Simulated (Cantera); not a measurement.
**Pyrogenic steam for wet oxidation**

A perfectly stirred reactor is fed with 30.1 % H2, 5.38 % O2, 64.5 % N2, equivalence ratio 2.8, at 0.365 atm; it is held at 1123 K, and followed from long to short residence time.

Computed with Cantera and GRI-Mech 3.0 (53 species, 325 reactions). The temperature is held fixed by assumption; the heat of reaction is taken as removed at once.

```
τ (s)     x H2      x O2       x H    x H2O2       x O
-------  -----  --------  --------  --------  --------
18       0.204   2.06e-5  0.000268  4.72e-10   8.79e-9
4.3      0.204   4.23e-5  0.000547  5.52e-10   3.68e-8
1.0      0.204   8.79e-5   0.00113  6.47e-10   1.58e-7
0.24     0.203  0.000181   0.00229  8.05e-10   6.61e-7
0.058    0.202  0.000373   0.00457   1.14e-9   2.74e-6
0.014    0.201  0.000780   0.00899   1.94e-9   1.14e-5
0.0033   0.197   0.00171    0.0172   4.32e-9   4.85e-5
0.00079  0.194   0.00396    0.0299   1.28e-8  0.000197
0.00019  0.199    0.0105    0.0423   4.62e-8  0.000680
```
x: mole fraction; the columns are a selection and need not sum to one.
